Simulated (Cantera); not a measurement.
An isothermal, constant-pressure homogeneous reactor starts with 14.9 % NO, 85.1 % N2, at 1748 K and 101000 Pa.

Detailed kinetics in Cantera: GRI-Mech 3.0 (53 species, 325 reactions).

Problem. Predict: x(NO) at 10.0 s; x(N2) at 10.0 s; x(N2O) at 10.0 s; x(NO2) at 10.0 s; x(O) at 10.0 s; x(O2) at 10.0 s.

Solution. 
| Quantity | Value |
|---|---|
| x(NO) at 10.0 s | 0.0984 (gas-phase equilibrium 0.00223) |
| x(N2) at 10.0 s | 0.876 (gas-phase equilibrium 0.924) |
| x(N2O) at 10.0 s | 3.99e-6 (gas-phase equilibrium 1.41e-7) |
| x(NO2) at 10.0 s | 9.79e-5 (gas-phase equilibrium 3.72e-6) |
| x(O) at 10.0 s | 1.20e-5 (gas-phase equilibrium 1.99e-5) |
| x(O2) at 10.0 s | 0.0253 (gas-phase equilibrium 0.0735) |
